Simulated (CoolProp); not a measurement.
Properties of cyclohexane at several states (Tc = 280.5 °C, pc = 4.081 MPa, ω = 0.209).

Model: reference Helmholtz-energy equation of state, Zhou 2014, in CoolProp.

```json
[
 {"T (°C)": "23.15", "p (MPa)": "0.224", "phase": "liquid", "Z": "0.009863", "cp (kJ/(kg K))": "1.850", "speed of sound (m/s)": "1266", "Joule-Thomson coefficient (K/MPa)": "-0.4461", "viscosity (µPa s)": "922", "fugacity coefficient": "0.05352"},
 {"T (°C)": "308.25", "p (MPa)": "0.0644", "phase": "gas", "Z": "0.9954", "cp (kJ/(kg K))": "2.608", "speed of sound (m/s)": "(withheld)", "Joule-Thomson coefficient (K/MPa)": "(withheld)", "viscosity (µPa s)": "12.8", "fugacity coefficient": "0.9954"},
 {"T (°C)": "217.05", "p (MPa)": "3.21", "phase": "liquid", "Z": "0.1185", "cp (kJ/(kg K))": "2.969", "speed of sound (m/s)": "460.2", "Joule-Thomson coefficient (K/MPa)": "0.2959", "viscosity (µPa s)": "(withheld)", "fugacity coefficient": "(withheld)"},
 {"T (°C)": "215.95", "p (MPa)": "0.0552", "phase": "gas", "Z": "0.9932", "cp (kJ/(kg K))": "2.219", "speed of sound (m/s)": "223.5", "Joule-Thomson coefficient (K/MPa)": "8.681", "viscosity (µPa s)": "11.0", "fugacity coefficient": "0.9932"},
 {"T (°C)": "229.05", "p (MPa)": "0.35", "phase": "gas", "Z": "0.9590", "cp (kJ/(kg K))": "2.305", "speed of sound (m/s)": "(withheld)", "Joule-Thomson coefficient (K/MPa)": "8.456", "viscosity (µPa s)": "11.3", "fugacity coefficient": "(withheld)"},
 {"T (°C)": "193.25", "p (MPa)": "1.74", "phase": "liquid", "Z": "(withheld)", "cp (kJ/(kg K))": "2.800", "speed of sound (m/s)": "534.7", "Joule-Thomson coefficient (K/MPa)": "0.1179", "viscosity (µPa s)": "144", "fugacity coefficient": "(withheld)"}
]
```

**Question.** What belongs in the gaps?

**Answer.** 
- 308.25, speed of sound (m/s): 243.3
- 308.25, Joule-Thomson coefficient (K/MPa): 4.982
- 217.05, viscosity (µPa s): 122
- 217.05, fugacity coefficient: 0.4514
- 229.05, speed of sound (m/s): 219.2
- 229.05, fugacity coefficient: 0.9606
- 193.25, Z: 0.06405
- 193.25, fugacity coefficient: 0.5845

Viscosity comes from a separate model (Tariq 2014).
